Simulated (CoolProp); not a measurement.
Vapour-liquid equilibrium of ethylene (1) + isobutane (2) at 125 kPa; x and y are mole fractions of (1).

The numbers come from the multi-fluid Helmholtz-energy mixture model, Smukala 2000 and Bücker 2006; pair parameters Bell 2016 in CoolProp.

```
x     bubble temperature, mixture model (°C)  bubble temperature, Raoult's law (°C)  y, mixture model  y, Raoult's law
----  --------------------------------------  -------------------------------------  ----------------  ---------------
0.05                                   -27.6                                  -33.6        (withheld)            0.701
0.2                               (withheld)                                  -66.2             0.943            0.960
0.35                              (withheld)                                  -79.2        (withheld)            0.987
0.5                                    -85.5                                  -86.8        (withheld)            0.995
0.65                                   -91.5                                  -92.1             0.998            0.998
0.8                               (withheld)                                  -96.1             0.999            0.999
0.95                                   -99.2                                  -99.2             1.000            1.000
```

Q: What belongs in the gaps?

A: 
- 0.05, y, mixture model: 0.592
- 0.2, bubble temperature, mixture model (°C): -61.7
- 0.35, bubble temperature, mixture model (°C): -76.6
- 0.35, y, mixture model: 0.984
- 0.5, y, mixture model: 0.994
- 0.8, bubble temperature, mixture model (°C): -95.8

The largest gap from Raoult's law is +6.0 K in bubble temperature, at x = 0.05. No azeotrope shows between x = 0.05 and 0.95.

Pair parameters are fitted to limited data, so mixtures are less certain than the pure fluids.
